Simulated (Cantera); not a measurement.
Cantera with NASA thermochemical tables; ideal gases at 1 bar, condensed phases pure. Values are per mole of reaction as written; species without (g) are pure solids or liquids, kept so even where they would boil at 1 bar. TaC: taken at fixed stoichiometry.

Question: Between 300 and 1573 K, where is each reaction favourable under standard conditions?
- 6 TaC + 3 H2(g) ⇌ C6H6(g) + 6 Ta
- 2 CH3(g) + N2(g) + 2 Ta ⇌ 2 TaC + 2 NH3(g)

Answer: 
- 6 TaC + 3 H2(g) ⇌ C6H6(g) + 6 Ta: ΔG° is 986 kJ at 300 K and 1217 kJ at 1573 K; it stays positive (K < 1). ΔH° is 909 kJ and ΔS° -196 J/K at 1573 K.
- 2 CH3(g) + N2(g) + 2 Ta ⇌ 2 TaC + 2 NH3(g): ΔG° is -616 kJ at 300 K and -372 kJ at 1573 K; it stays negative (K > 1). ΔH° is -666 kJ and ΔS° -187 J/K at 1573 K.
